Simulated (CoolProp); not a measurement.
Vapour-liquid equilibrium of toluene (1) + m-xylene (2) at 511.2 K; x and y are mole fractions of (1).

Model: multi-fluid Helmholtz-energy mixture model, Lemmon 2006 and Zhou 2012; pair parameters Bell 2016, in CoolProp.

```
x     bubble pressure (MPa)  y at the bubble point  dew pressure at overall composition x (MPa)  liquid density (mol/L)
----  ---------------------  ---------------------  -------------------------------------------  ----------------------
0.05                 0.8416                    ___                                       0.8315                   6.077
0.2                  0.9323                  0.281                                       0.8943                   6.170
0.35                  1.025                  0.455                                       0.9673                   6.264
0.5                   1.117                    ___                                        1.052                   6.360
0.65                  1.206                  0.733                                        1.148                   6.461
0.8                   1.292                    ___                                        1.254                   6.570
0.95                  1.373                    ___                                        1.364                   6.690
```

### Question
Fill in the missing entries.

### Answer

- 0.05, y at the bubble point: 0.076
- 0.5, y at the bubble point: 0.604
- 0.8, y at the bubble point: 0.851
- 0.95, y at the bubble point: 0.963

No azeotrope shows between x = 0.05 and 0.95.

The pair parameters rest on a limited set of measurements; away from them the model extrapolates.
